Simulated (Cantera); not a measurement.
## Silicon oxide and oxynitride deposition: Si2H6 + H2O + N2

A closed system holds: 1 mol Si2H6, 1.3 mol H2O, 19 mol N2, equilibrated at 2.90 mbar.

These are equilibrium values from Cantera (NASA tables, ideal gas, pure condensed phases), not measurements of a reactor. Candidate condensed phases: H2O, Si, SiO2, Si2N2O, Si3N4; 35 gas species. The feed counts by its element totals alone. N2 is the only nitrogen source here; it is nearly inert below about 1500 K, so the nitride shown seldom forms there in practice. Mutual solubility and eutectic melting of coexisting phases are not modelled. The tables' values for SiN are old estimates; treat these amounts as uncertain. The tables hold silica as quartz up to 1696 K and as liquid above; real silica turns to tridymite and cristobalite and melts near 1996 K. Gases not in the tables: Si2H6 and higher silanes. Kinetics and transport are ignored.

```tsv
T (K)	x N2	x H2	x SiO	x H	x Si	x Si2N	x SiH	x SiN	n SiO2(β-quartz)	n Si2N2O(s)	n Si(l)
1325	0.808	0.192	2.81e-5	1.33e-5	1.12e-12	<1e-12	<1e-12	<1e-12	0.200	0.900	0
1400	0.808	0.192	0.000325	3.96e-5	4.70e-11	<1e-12	5.53e-12	4.61e-12	0.197	0.898	0
1475	0.806	0.191	0.00292	0.000105	1.34e-9	<1e-12	1.13e-10	9.28e-11	0.178	0.878	0
1550	0.792	0.186	0.0212	0.000252	2.79e-8	5.40e-12	1.70e-9	1.40e-9	0.0364	0.737	0
1625	0.789	0.185	0.0259	0.000564	2.13e-6	5.21e-9	9.82e-8	8.00e-8	0	0.700	0
1700	0.788	0.185	0.0260	0.00118	0.000130	3.80e-6	4.67e-6	3.78e-6	0	0.697	0
1775	0.771	0.173	0.0527	0.00224	0.000757	2.82e-5	2.08e-5	1.71e-5	0	0	0.679
1850	0.769	0.172	0.0526	0.00415	0.00222	6.14e-5	4.92e-5	4.03e-5	0	0	0.639
1925	0.765	0.169	0.0523	0.00731	0.00600	0.000125	0.000108	8.86e-5	0	0	0.536
```
x: gas mole fraction; n: condensed amount in mol.

From 1325 K to 1550 K the condensed part is SiO2(β-quartz) + Si2N2O(s). From 1625 K to 1700 K the condensed part is Si2N2O(s). From 1775 K to 1925 K the condensed part is Si(l). The main Si-bearing gas is SiO throughout. The share of Si in condensed phases is highest at 1325 K (100.0 %) and lowest at 1925 K (26.8 %).
